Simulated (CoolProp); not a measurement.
R123 along the isobar 14.3 bar: Z from the reference equation and from simpler models built on Tc = 456.8 K, pc = 36.62 bar, ω = 0.282; each cubic takes its own stable root.

Model: reference Helmholtz-energy equation of state, Younglove 1994, in CoolProp. It is a modified Benedict-Webb-Rubin equation, recast in Helmholtz form.

```csv
T (K),phase,reference
220.2,liquid,0.07234
227.3,liquid,0.07076
234.3,liquid,0.06931
241.4,liquid,0.06795
248.5,liquid,0.06669
255.5,liquid,0.06553
262.6,liquid,0.06444
269.6,liquid,0.06344
276.7,liquid,0.06251
283.8,liquid,0.06165
290.8,liquid,0.06086
297.9,liquid,0.06013
304.9,liquid,0.05947
312,liquid,0.05886
319.1,liquid,0.05832
```

Q: How far does each simpler model (van der Waals, Redlich-Kwong, Peng-Robinson) lie from the reference over these 15 states: mean and median of the absolute difference, and the worst?

A: 
- van der Waals: mean 67.0 %, median 66.9 %, worst +68.2 % at 220.2 K and 14.3 bar
- Redlich-Kwong: mean 13.8 %, median 13.6 %, worst +14.8 % at 319.1 K and 14.3 bar
- Peng-Robinson: mean 2.2 %, median 2.4 %, worst -2.8 % at 304.9 K and 14.3 bar
